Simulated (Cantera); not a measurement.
Reactions in the system B-Cl-F-N

Standard-state values (1 bar) from the NASA 1993 polynomials, evaluated with Cantera. Values are per mole of reaction as written; species without (g) are pure solids or liquids, kept so even where they would boil at 1 bar.

3 Cl2(g) + 3 F2(g) + 2 BN ⇌ 2 NF3(g) + 2 BCl3(g)

| T (K) | ΔH° (kJ) | ΔS° (J/K) | ΔG° (kJ) | log10 K |
|---|---|---|---|---|
| 300 | -567.5 | -205.2 | -505.9 | 88.08 |
| 1050 | -561.8 | -197.0 | -354.9 | 17.66 |
| 1250 | -560.4 | -195.8 | -315.7 | 13.19 |
| 1450 | -559.1 | -194.9 | -276.6 | 9.96 |
| 1650 | -558.0 | -194.1 | -237.7 | 7.53 |
| 1850 | -556.9 | -193.5 | -199.0 | 5.62 |
